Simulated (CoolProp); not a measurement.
Vapour-liquid equilibrium of R134a (1) + R236FA (2) at 0.224 MPa; x and y are mole fractions of (1).

Values from CoolProp's multi-fluid Helmholtz-energy mixture model, Tillner-Roth 1994 and Pan 2012; pair parameters Bell 2016.

### Question
Give the bubble temperature and the first vapour's composition at x = 0.45, 0.65, 0.75. Is there an azeotrope?

### Answer
x = 0.45: 277.9 K, y = 0.666; x = 0.65: 273.0 K, y = 0.824; x = 0.75: 270.8 K, y = 0.885. No azeotrope shows between x = 0.05 and 0.95.

The pair parameters rest on a limited set of measurements; away from them the model extrapolates.
